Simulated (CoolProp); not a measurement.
The fluid at 480.38 K and 0.585 MPa flows at 0.28 m/s in a round tube of 20 mm bore and 1.5 µm roughness, fully developed (64/Re and Nu = 3.66 if laminar; Colebrook and Gnielinski if turbulent). The same conditions are run with several fluids, on thermodynamics alone (safety and materials aside).

Values from CoolProp's reference Helmholtz-energy equation of state of each fluid (dry air: Lemmon 2000; n-hexane: Thol 2019; n-heptane: Span 2003; R123: Younglove 1994; R141b: Lemmon 2006). Blends and air are pseudo-pure fits.

Q: Rank dry air, n-hexane, n-heptane, R123, R141b by Reynolds number, highest first.

A: n-heptane (9810), R123 (7870), n-hexane (7470), R141b (6710), dry air (899)

```tsv
fluid	Darcy friction factor	pressure drop (Pa/m)	heat-transfer coefficient (W/(m² K))	mass flow (kg/h)
dry air	0.0712	0.591	7.10	1.34
n-hexane	0.0335	0.908	40.2	4.38
n-heptane	0.0312	1.03	49.5	5.33
R123	0.0330	1.52	24.6	7.45
R141b	0.0345	1.21	25.5	5.69
```

Transport values come from each fluid's own correlations; those of R141b are estimates that may be off by 10 % or more.
